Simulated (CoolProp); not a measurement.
R11 at 298.15 K and 0.0624 MPa flows at 10 m/s in a round tube of 12.7 mm bore and 45 µm roughness, fully developed (64/Re and Nu = 3.66 if laminar; Colebrook and Gnielinski if turbulent). Each further row changes one setting.

Values from CoolProp's reference Helmholtz-energy equation of state, Jacobsen 1992.

```csv
case,Reynolds number,Darcy friction factor,pressure drop (Pa/m),heat-transfer coefficient (W/(m² K)),mass flow (kg/h)
as stated,44000,0.0299,416,90.6,16.1
velocity 20 m/s,88100,0.0288,1600,175,32.2
diameter 25.4 mm,88100,0.0247,172,74.4,64.5
```

Viscosity comes from a separate model (Klein 1997), an estimate that may be off by 10 % or more. Thermal conductivity comes from a separate model (McLinden 2000), an estimate that may be off by 10 % or more.
